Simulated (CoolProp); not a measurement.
Vapour-liquid equilibrium of cyclohexane (1) + o-xylene (2) at 366.1 K; x and y are mole fractions of (1).

Values from CoolProp's multi-fluid Helmholtz-energy mixture model, Zhou 2014 and Zhou 2012; pair parameters Bell 2016.

Task: Give the bubble pressure and the first vapour's composition at x = 0.05, 0.45, 0.75. Is there an azeotrope?

Result: x = 0.05: 0.02965 MPa, y = 0.333; x = 0.45: 0.08643 MPa, y = 0.852; x = 0.75: 0.1178 MPa, y = 0.940. No azeotrope shows between x = 0.05 and 0.95.

Pair parameters are fitted to limited data, so mixtures are less certain than the pure fluids.
